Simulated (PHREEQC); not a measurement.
Make-up at 25 °C: 1.1 mol Na2CO3, 0.0071 mol H3BO3 and 0.45 mol KBr per kg of water. Closed to the air; pH follows from the charge balance.

The numbers come from PHREEQC with the Pitzer model, pitzer.dat.

Precipitation was switched off in this run.

What pH, osmotic coefficient does the model give?

pH 11.51; osmotic coefficient 0.766.

In which forms is C present?

CO3-2 99 %, HCO3- 1.0 % of the C.

In brines, pH and single-ion activities rest on the MacInnes convention.
